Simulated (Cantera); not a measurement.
Input (Python, Cantera):

```python
import numpy as np
import cantera as ct

gas = ct.Solution("SiF4_NH3_mec.yaml", "gas")
gas.TPX = 1725, 4200, {'NH3': 1, 'N2': 0.31}
reactor = ct.IdealGasConstPressureReactor(gas, energy="off", clone=False)
net = ct.ReactorNet([reactor])
net.rtol, net.atol = 1e-08, 1e-18
show = ['NH3', 'NH', 'N', 'N2', 'N2H4', 'H2', 'N2H2']
times = np.geomspace(2e-06, 70, 9)

steps = ct.SolutionArray(gas, extra=["t"])
rows = []
print(f"{'t/s':>10s}{'T/K':>9s}{'P/Pa':>11s}" + "".join(f"{s:>11s}" for s in show))
for t in times:
    while net.time < t:
        t_next = net.step()
        steps.append(gas.state, t=t_next)
    rows.append([np.interp(t, steps.t, y) for y in (steps.T, steps.P, *steps(*show).X.T)])
    print(f"{t:10.3e}{rows[-1][0]:9.1f}{rows[-1][1]:11.4g}" + "".join(f"{x:11.3e}" for x in rows[-1][2:]))
rate = np.gradient(steps.T, steps.t)
print("integrator steps:", len(steps.t))
if steps.T.max() > steps.T[0] + 200:
    print(f"time of steepest temperature rise: {steps.t[rate.argmax()]:.4e} s")
gas.TPX = 1725, 4200, {'NH3': 1, 'N2': 0.31}
gas.equilibrate("TP")
print(f"equilibrium (TP): T = {gas.T:.1f} K  " + "  ".join(f"{s} {gas[s].X[0]:.3e}" for s in show))
```

It prints:

```
       t/s      T/K       P/Pa        NH3         NH          N         N2       N2H4         H2       N2H2
 2.000e-06   1725.0       4200  7.634e-01  1.976e-15  3.621e-22  2.366e-01  6.527e-18  6.465e-09  6.637e-17
 1.754e-05   1725.0       4200  7.634e-01  5.419e-13  2.152e-18  2.366e-01  7.537e-15  1.564e-07  8.922e-14
 1.538e-04   1725.0       4200  7.634e-01  7.551e-11  2.655e-15  2.366e-01  2.119e-12  1.574e-06  5.757e-11
 1.349e-03   1725.0       4200  7.633e-01  1.388e-08  3.810e-12  2.366e-01  2.018e-10  1.414e-05  1.253e-08
 1.183e-02   1725.0       4200  7.629e-01  6.716e-07  4.087e-10  2.366e-01  1.340e-08  2.368e-04  1.121e-06
 1.038e-01   1725.0       4200  7.546e-01  1.489e-06  7.780e-09  2.378e-01  3.210e-08  7.226e-03  2.874e-06
 9.101e-01   1725.0       4200  6.842e-01  2.090e-06  5.389e-08  2.484e-01  2.460e-08  6.714e-02  2.449e-06
 7.982e+00   1725.0       4200  3.384e-01  1.985e-06  1.063e-07  3.000e-01  8.644e-09  3.613e-01  8.245e-07
 7.000e+01   1725.0       4200  1.539e-02  5.755e-07  8.289e-08  3.483e-01  1.073e-10  6.360e-01  1.354e-08
integrator steps: 1157
equilibrium (TP): T = 1725.0 K  NH3 4.421e-07  NH 8.145e-11  N 2.615e-11  N2 3.505e-01  N2H4 4.388e-19  H2 6.487e-01  N2H2 3.848e-15
```

Detailed kinetics in Cantera: the gas-phase N/H chemistry of the illustrative SiF4/NH3 mechanism in the Surface Chemkin manual (1991). Walls and surfaces, which speed up NH3 decomposition in real reactors, are not modelled.
